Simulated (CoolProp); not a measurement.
Vapour-liquid equilibrium of nitrogen (1) + carbon monoxide (2) at 0.2 MPa; x and y are mole fractions of (1).

Values from CoolProp's multi-fluid Helmholtz-energy mixture model, Span 2000 and Lemmon 2006; pair parameters Gernert 2013.

**Question.** Give the bubble temperature and the first vapour's composition at x = 0.125, 0.2, 0.35. Is there an azeotrope?

**Answer.** x = 0.125: 87.4 K, y = 0.184; x = 0.2: 86.9 K, y = 0.283; x = 0.35: 86.1 K, y = 0.457. No azeotrope shows between x = 0.05 and 0.95.

Pair parameters are fitted to limited data, so mixtures are less certain than the pure fluids.
